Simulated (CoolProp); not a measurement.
Properties of sulfur dioxide at several states (Tc = 157.5 °C, pc = 7.887 MPa, ω = 0.256).

Computed with CoolProp (reference Helmholtz-energy equation of state, Gao 2016).

| T (°C) | p (MPa) | phase | Z | cp (kJ/(kg K)) | fugacity coefficient |
|---|---|---|---|---|---|
| 210.45 | 17.3 | supercritical | 0.4353 | 2.425 | 0.5595 |
| 246.55 | 0.121 | gas | 0.9973 | 0.7378 | 0.9973 |
| 5.05 | 35 | liquid | 0.6573 | 1.317 | 0.01015 |
